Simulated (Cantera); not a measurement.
Catalytic stagnation flow on Pt

A jet of CH4 : O2 : N2 = 0.019 : 0.064 : 0.79 (molar parts) at 300 K and 7700 Pa hits a platinum plate 7.7 cm away at a mass flux of 0.026 kg/m²/s; the plate temperature is set and raised in steps from an oxygen-covered start.

Cantera simulation using Deutschmann's 1995 Pt surface mechanism with GRI-Mech 3.0 gas chemistry; the numbers are that mechanism's predictions, not measurements. Catalytic surfaces can have several steady states; this one follows from the mechanism file's or the stated starting coverage.

```json
[
 {"plate T (K)": "950", "wall x CH4": "0.00621", "wall x O2": "0.0404", "wall x H2O": "0.0289", "wall x OH": "8.90e-8", "wall x CO": "3.84e-6", "wall x CO2": "0.0189", "θ free Pt": "0.333", "θ O*": "0.666", "θ OH*": "0.00121"},
 {"plate T (K)": "1000", "wall x CH4": "0.00440", "wall x O2": "0.0366", "wall x H2O": "0.0322", "wall x OH": "2.32e-7", "wall x CO": "3.74e-6", "wall x CO2": "0.0211", "θ free Pt": "0.411", "θ O*": "0.588", "θ OH*": "0.00111"},
 {"plate T (K)": "1050", "wall x CH4": "0.00328", "wall x O2": "0.0342", "wall x H2O": "0.0342", "wall x OH": "5.40e-7", "wall x CO": "3.78e-6", "wall x CO2": "0.0224", "θ free Pt": "0.486", "θ O*": "0.513", "θ OH*": "0.000979"},
 {"plate T (K)": "1100", "wall x CH4": "0.00256", "wall x O2": "0.0328", "wall x H2O": "0.0355", "wall x OH": "1.15e-6", "wall x CO": "3.97e-6", "wall x CO2": "0.0233", "θ free Pt": "0.557", "θ O*": "0.442", "θ OH*": "0.000850"},
 {"plate T (K)": "1150", "wall x CH4": "0.00208", "wall x O2": "0.0318", "wall x H2O": "0.0362", "wall x OH": "2.26e-6", "wall x CO": "4.32e-6", "wall x CO2": "0.0238", "θ free Pt": "0.622", "θ O*": "0.377", "θ OH*": "0.000729"},
 {"plate T (K)": "1200", "wall x CH4": "0.00175", "wall x O2": "0.0313", "wall x H2O": "0.0367", "wall x OH": "4.15e-6", "wall x CO": "4.87e-6", "wall x CO2": "0.0241", "θ free Pt": "0.682", "θ O*": "0.317", "θ OH*": "0.000619"},
 {"plate T (K)": "1250", "wall x CH4": "0.00152", "wall x O2": "0.0309", "wall x H2O": "0.0370", "wall x OH": "7.18e-6", "wall x CO": "5.67e-6", "wall x CO2": "0.0242", "θ free Pt": "0.735", "θ O*": "0.264", "θ OH*": "0.000523"},
 {"plate T (K)": "1300", "wall x CH4": "0.00134", "wall x O2": "0.0307", "wall x H2O": "0.0372", "wall x OH": "1.18e-5", "wall x CO": "6.82e-6", "wall x CO2": "0.0243", "θ free Pt": "0.782", "θ O*": "0.218", "θ OH*": "0.000439"}
]
```
x: mole fraction at the wall; θ: surface coverage.
